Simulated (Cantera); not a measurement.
Input (Python, Cantera) and output of one run.

```python
import numpy as np
import cantera as ct

gas_names = """
    C CO CO2 C2 C2O C3 C3O2 C4 C5 O O2 O3 Pb PbO Pb2
""".split()
cond_names = """
    C(gr) Pb(cr) Pb(L) PbO(rd) PbO(yw) PbO(L) PbO2(s) Pb3O4(s)
""".split()


# ... load() reads the species with a 1 bar reference pressure and builds the phases ...
atoms = {
    'Pb': {'Pb': 1},
    'CO2': {'C': 1, 'O': 2},
    'CO': {'C': 1, 'O': 1},
}
top_T = {'C(gr)': 4500, 'Pb3O4(s)': 820}  # K; cautious upper limits of use, not melting points


# ... equilibrate(T, P, feed) seeds the gas with the atoms and calls Mixture.equilibrate('TP', solver="vcs", rtol=1e-11, max_steps=5000) ...
results = []
T = 1150  # K
P = 133.322  # Pa
for m in [0.61, 1.1, 1.9, 3.3, 5.8, 10, 18, 32, 56]:
    feed = {'Pb': 1, 'CO2': 1.9, 'CO': m}  # mol
    mix = equilibrate(T, P, feed)
    results.append((T, P, feed, dict(zip(mix.species_names, mix.species_moles))))

top = {s: max(r[3][s] / sum(r[3][g] for g in gas_names) for r in results) for s in gas_names}
cols = sorted((s for s in top if top[s] > 1e-06), key=lambda s: -top[s])[:5]
seen = [c for c in cond_names if any(r[3].get(c, 0) > 1e-12 for r in results)]
print("log10 of partial pressures in bar; condensed amounts in mol")
print(f"{'n(CO)':>10s}" + "".join(f"{s[:9]:>10s}" for s in cols + seen))
for T, P, feed, n in results:
    ng = sum(n[g] for g in gas_names)
    print(f"{feed['CO']:10.4g}" + "".join(f"{np.log10(max(n[s] / ng * P / 1e5, 1e-99)):10.3f}" for s in cols)
          + "".join(f"{n.get(c, 0):10.4g}" for c in seen))
```

Output:

```
log10 of partial pressures in bar; condensed amounts in mol
     n(CO)        CO       CO2        Pb       PbO       Pb2     Pb(L)
      0.61    -3.596    -3.102    -3.538    -7.693    -8.198     0.303
       1.1    -3.417    -3.180    -3.538    -7.949    -8.198    0.1669
       1.9    -3.278    -3.278    -3.556    -8.205    -8.235         0
       3.3    -3.149    -3.389    -3.668    -8.556    -8.457         0
       5.8    -3.051    -3.536    -3.815    -8.948    -8.752         0
        10    -2.986    -3.707    -3.986    -9.355    -9.094         0
        18    -2.940    -3.916    -4.195    -9.820    -9.513         0
        32    -2.913    -4.139    -4.418   -10.293    -9.958         0
        56    -2.897    -4.366    -4.645   -10.763   -10.413         0
```

Equilibrium computed with Cantera from the NASA thermochemical tables; the gas is ideal and each condensed phase is pure.
